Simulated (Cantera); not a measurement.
Input (Python, Cantera) and output of one run.

```python
import numpy as np
import cantera as ct

gas_names = """
    C6H6 H2S C2H6
""".split()
cond_names = """
    NiS(b) NiS(a) NiS(L) NiS2(s) NiS2(L)
""".split()


# ... load() reads the species with a 1 bar reference pressure and builds the phases ...
species = {s.name: s for s in load("nasa_gas.yaml", gas_names) + load("nasa_condensed.yaml", cond_names)}
# Each term lists the table entries of one substance; the one whose range holds T is used.
reactions = {
    '6 NiS + C6H6(g) + 6 H2S(g) = 6 NiS2 + 3 C2H6(g)':
        [(-6, ['NiS(b)', 'NiS(a)', 'NiS(L)']), (-1, ['C6H6']), (-6, ['H2S']), (6, ['NiS2(s)', 'NiS2(L)']), (3, ['C2H6'])],
}


def pick(names, T):
    return next(species[n] for n in names if species[n].thermo.min_temp <= T <= species[n].thermo.max_temp)


results = []
for label, terms in reactions.items():
    print(label)
    print("     T/K   dH/kJ  dS/(J/K)   dG/kJ   log10 K")
    for T in [1475, 1500, 1525, 1550, 1575, 1600, 1625, 1650]:
        used = [(nu, pick(names, T)) for nu, names in terms]
        dH = sum(nu * s.thermo.h(T) for nu, s in used) / 1e6
        dS = sum(nu * s.thermo.s(T) for nu, s in used) / 1e3
        dG = dH - T * dS / 1e3
        logK = -dG * 1e6 / (ct.gas_constant * T * np.log(10))
        results.append((label, T, dH, dS, dG, logK, [s.name for _, s in used]))
        print(f"{T:8g} {dH:8.1f} {dS:8.1f} {dG:8.1f} {logK:8.2f}")
```

It prints:

```
6 NiS + C6H6(g) + 6 H2S(g) = 6 NiS2 + 3 C2H6(g)
     T/K   dH/kJ  dS/(J/K)   dG/kJ   log10 K
    1475   -292.3   -587.8    574.6   -20.35
    1500   -293.1   -588.3    589.3   -20.52
    1525   -293.8   -588.7    604.1   -20.69
    1550   -294.5   -589.2    618.8   -20.85
    1575   -295.2   -589.6    633.5   -21.01
    1600   -295.9   -590.1    648.3   -21.16
    1625   -296.5   -590.5    663.0   -21.31
    1650   -297.2   -590.9    677.8   -21.46
```

Cantera with NASA thermochemical tables; ideal gases at 1 bar, condensed phases pure. Condensed species are held in their standard states even where they would react or evaporate.
